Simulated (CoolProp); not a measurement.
Values from CoolProp's reference Helmholtz-energy equation of state, Lemmon 2016.

Q: For R115, give the phase and the density (kg/m³), cv (kJ/(kg K)), Joule-Thomson coefficient (K/MPa), isothermal compressibility (1/MPa) at 343.7 K and 4610 kPa; 500 K and 4610 kPa.

A: 
- 343.7 K and 4610 kPa: liquid; density 1080, cv 0.782, Joule-Thomson coefficient 1.03, isothermal compressibility 0.0309
- 500 K and 4610 kPa: supercritical; density 197, cv 0.883, Joule-Thomson coefficient 3.74, isothermal compressibility 0.246
